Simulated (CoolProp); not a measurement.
Vapour-liquid equilibrium of ethane (1) + n-pentane (2) at 102 kPa; x and y are mole fractions of (1).

Values from CoolProp's multi-fluid Helmholtz-energy mixture model, Bücker 2006 and Thol 2019; pair parameters Kunz 2012.

```tsv
x	bubble temperature (°C)	y at the bubble point	dew temperature at overall composition x (°C)	liquid density (mol/L)
0.05	-9.7	0.850	34.7	9.273
0.2	-55.3	0.992	29.8	10.60
0.35	-69.1	0.998	24.1	11.65
0.5	-76.3	0.999	17.3	12.77
0.65	-81.0	1.000	8.6	14.04
0.8	-84.5	1.000	-3.8	15.54
0.95	-87.5	1.000	-29.4	17.37
```

No azeotrope shows between x = 0.05 and 0.95.

Pair parameters are fitted to limited data, so mixtures are less certain than the pure fluids. The gap from Raoult's law changes sign with composition, which may be real or a fault of the pair parameters; it wasn't checked against measurements.
